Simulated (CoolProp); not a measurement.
Vapour-liquid equilibrium of ethylene (1) + carbon dioxide (2) at 241.9 K; x and y are mole fractions of (1).

Computed with CoolProp (multi-fluid Helmholtz-energy mixture model, Smukala 2000 and Span 1996; pair parameters Bell 2016).

Task: Give the bubble pressure and the first vapour's composition at x = 0.05, 0.8, 0.95. Is there an azeotrope?

Result: x = 0.05: 14.68 bar, y = 0.101; x = 0.8: 19.22 bar, y = 0.794; x = 0.95: 18.90 bar, y = 0.944. y crosses x between x = 0.65 and 0.8: the model has an azeotrope there.

The pair parameters rest on a limited set of measurements; away from them the model extrapolates.
